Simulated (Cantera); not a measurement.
Charge: 1 mol borazine, 37 mol N₂, equilibrated at 2077 °C and 150 Torr.

Cantera equilibrium calculation (NASA polynomials, part measured and part estimated; ideal gas, pure solids and liquids). Candidate condensed phases: B, BN; 15 gas species. The feed counts by its element totals alone. The tables' values for BH₂ are old estimates; treat these amounts as uncertain. Equilibrium is a limit: real reactors are often held back by kinetics, nucleation or transport.

Base state: N₂ 0.922, H₂ 0.0710, H 0.00743, BH₂ 4.24e-5, B 2.18e-5 (mole fractions); condensed: BN(s).

Question: What changes in the equilibrium state with this change: borazine replaced by B₂O₃?

Answer: 
| species | before | after |
|---|---|---|
| N₂ | 0.922 | 0.972 |
| B₂O₃ | 0 | 0.0242 |
| BO | 0 | 0.00217 |
| H₂ | 0.0710 | 0 |
| H | 0.00743 | 0 |
| BO₂ | 0 | 0.00181 |
| BN(s), mol | 3.00 | 0 |
Further candidate phases: B₂O₃.
